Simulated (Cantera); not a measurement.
A Cantera script and its output.

```python
import numpy as np
import cantera as ct

gas = ct.Solution("gri30.yaml")


def delay(T, t_max=10):
    gas.TPX = T, 73000, {'C2H4': 1, 'O2': 6.82, 'N2': 19.8, 'H2O': 2.7}
    reactor = ct.IdealGasReactor(gas, clone=False)
    net = ct.ReactorNet([reactor])
    net.rtol, net.atol = 1e-8, 1e-16
    while net.time < t_max:
        t_old, T_old = net.time, reactor.T
        net.step()
        if reactor.T > T + 400:  # ignition: a rise of 400 K
            return t_old + (T + 400 - T_old) / (reactor.T - T_old) * (net.time - t_old)
    return np.nan


taus = []
for T in [1075, 1150, 1225, 1300, 1375, 1450, 1525, 1600, 1675, 1750]:
    taus.append(delay(T))
    print(f"T0 = {T:6g} K   tau = {taus[-1]:.4e} s")
```

It prints:

```
T0 =   1075 K   tau = 7.7644e-03 s
T0 =   1150 K   tau = 9.2753e-04 s
T0 =   1225 K   tau = 2.4260e-04 s
T0 =   1300 K   tau = 1.2372e-04 s
T0 =   1375 K   tau = 7.8277e-05 s
T0 =   1450 K   tau = 5.4689e-05 s
T0 =   1525 K   tau = 4.0451e-05 s
T0 =   1600 K   tau = 3.1053e-05 s
T0 =   1675 K   tau = 2.4472e-05 s
T0 =   1750 K   tau = 1.9669e-05 s
```

Cantera simulation using GRI-Mech 3.0 (53 species, 325 reactions); the numbers are that mechanism's predictions, not measurements. GRI-Mech 3.0 was tuned for natural gas; its chemistry of ethylene as a main component is partial and can be far from experiment. Where the delays flatten at high temperature, the 400 K rule measures the pace of heat release, not the induction time.
